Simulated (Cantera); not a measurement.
A perfectly stirred reactor is fed with H₂ : O₂ : N₂ = 0.52 : 1 : 1.6 (molar parts), at 100.0 Torr; it is held at 1250 K, and followed from long to short residence time.

Detailed kinetics in Cantera: GRI-Mech 3.0 (53 species, 325 reactions). The temperature is held fixed by assumption; the heat of reaction is taken as removed at once.

x: mole fraction; the columns are a selection and need not sum to one.

```json
[
 {"τ (s)": "23", "x H₂": "1.97e-5", "x O₂": "0.259", "x NO": "6.52e-7", "x N₂O": "2.06e-7", "x O": "1.90e-5"},
 {"τ (s)": "9.8", "x H₂": "…", "x O₂": "0.259", "x NO": "…", "x N₂O": "2.13e-7", "x O": "…"},
 {"τ (s)": "4.1", "x H₂": "6.18e-5", "x O₂": "0.259", "x NO": "4.09e-7", "x N₂O": "2.07e-7", "x O": "6.14e-5"},
 {"τ (s)": "1.7", "x H₂": "0.000110", "x O₂": "0.259", "x NO": "3.10e-7", "x N₂O": "1.89e-7", "x O": "0.000112"},
 {"τ (s)": "0.72", "x H₂": "0.000194", "x O₂": "0.258", "x NO": "2.47e-7", "x N₂O": "1.66e-7", "x O": "0.000200"},
 {"τ (s)": "0.30", "x H₂": "0.000343", "x O₂": "0.258", "x NO": "2.22e-7", "x N₂O": "1.41e-7", "x O": "0.000361"},
 {"τ (s)": "0.13", "x H₂": "0.000587", "x O₂": "0.258", "x NO": "2.44e-7", "x N₂O": "1.18e-7", "x O": "0.000631"},
 {"τ (s)": "0.053", "x H₂": "0.00104", "x O₂": "0.258", "x NO": "3.34e-7", "x N₂O": "9.42e-8", "x O": "0.00114"},
 {"τ (s)": "0.022", "x H₂": "…", "x O₂": "0.258", "x NO": "…", "x N₂O": "…", "x O": "…"},
 {"τ (s)": "0.0093", "x H₂": "0.00301", "x O₂": "0.257", "x NO": "8.30e-7", "x N₂O": "5.70e-8", "x O": "0.00348"},
 {"τ (s)": "0.0039", "x H₂": "0.00505", "x O₂": "0.256", "x NO": "1.32e-6", "x N₂O": "4.29e-8", "x O": "0.00590"}
]
```

### Question
Complete the blanks.

### Answer

- 9.8, x H₂: 3.47e-5
- 9.8, x NO: 5.30e-7
- 9.8, x O: 3.40e-5
- 0.022, x H₂: 0.00179
- 0.022, x NO: 5.17e-7
- 0.022, x N₂O: 7.39e-8
- 0.022, x O: 0.00202
